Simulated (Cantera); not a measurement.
**Adiabatic ignition**

An adiabatic, constant-volume homogeneous reactor starts with CO : H2 : CH4 : O2 : N2 = 1 : 0.25 : 0.054 : 0.883 : 3.32 (molar parts), at 1275 K and 9.10 bar.

Computed with Cantera and GRI-Mech 3.0 (53 species, 325 reactions).

```json
[
 {"t (s)": "3.00e-6", "T (K)": "1275", "P (bar)": "9.10", "x CO": "0.182", "x H2": "0.0454", "x CH4": "0.00981", "x N2O": "3.42e-12", "x C2H2": "<1e-12", "x HO2": "7.21e-7"},
 {"t (s)": "1.39e-5", "T (K)": "1297", "P (bar)": "9.25", "x CO": "0.181", "x H2": "0.0439", "x CH4": "0.00930", "x N2O": "3.76e-9", "x C2H2": "1.13e-9", "x HO2": "0.000280"},
 {"t (s)": "6.46e-5", "T (K)": "2986", "P (bar)": "19.6", "x CO": "0.0518", "x H2": "0.00272", "x CH4": "<1e-12", "x N2O": "4.01e-6", "x C2H2": "<1e-12", "x HO2": "2.21e-5"},
 {"t (s)": "0.000300", "T (K)": "2969", "P (bar)": "19.4", "x CO": "0.0515", "x H2": "0.00273", "x CH4": "<1e-12", "x N2O": "4.22e-6", "x C2H2": "<1e-12", "x HO2": "1.98e-5"},
 {"t (s)": "0.00139", "T (K)": "2969", "P (bar)": "19.4", "x CO": "0.0515", "x H2": "0.00273", "x CH4": "<1e-12", "x N2O": "4.24e-6", "x C2H2": "<1e-12", "x HO2": "1.97e-5"},
 {"t (s)": "0.00646", "T (K)": "2969", "P (bar)": "19.4", "x CO": "0.0515", "x H2": "0.00273", "x CH4": "<1e-12", "x N2O": "4.24e-6", "x C2H2": "<1e-12", "x HO2": "1.97e-5"},
 {"t (s)": "0.0300", "T (K)": "2969", "P (bar)": "19.4", "x CO": "0.0515", "x H2": "0.00273", "x CH4": "<1e-12", "x N2O": "4.24e-6", "x C2H2": "<1e-12", "x HO2": "1.97e-5"},
 {"t (s)": "0.139", "T (K)": "2969", "P (bar)": "19.4", "x CO": "0.0515", "x H2": "0.00273", "x CH4": "<1e-12", "x N2O": "4.24e-6", "x C2H2": "<1e-12", "x HO2": "1.97e-5"},
 {"t (s)": "0.646", "T (K)": "2969", "P (bar)": "19.4", "x CO": "0.0515", "x H2": "0.00273", "x CH4": "<1e-12", "x N2O": "4.24e-6", "x C2H2": "<1e-12", "x HO2": "1.97e-5"},
 {"t (s)": "3.00", "T (K)": "2969", "P (bar)": "19.4", "x CO": "0.0515", "x H2": "0.00273", "x CH4": "<1e-12", "x N2O": "4.24e-6", "x C2H2": "<1e-12", "x HO2": "1.97e-5"}
]
```
x: mole fraction; the columns are a selection and need not sum to one.

```
Quantity                                                            Result
---------------------------------  ---------------------------------------
time of steepest temperature rise                                  19.2 µs
temperature at 3.00 s                                               2969 K
equilibrium temperature                                             2969 K
x(CO) at 3.00 s                      0.0515 (gas-phase equilibrium 0.0515)
x(H2) at 3.00 s                    0.00273 (gas-phase equilibrium 0.00273)
x(CH4) at 3.00 s                     <1e-12 (gas-phase equilibrium <1e-12)
```
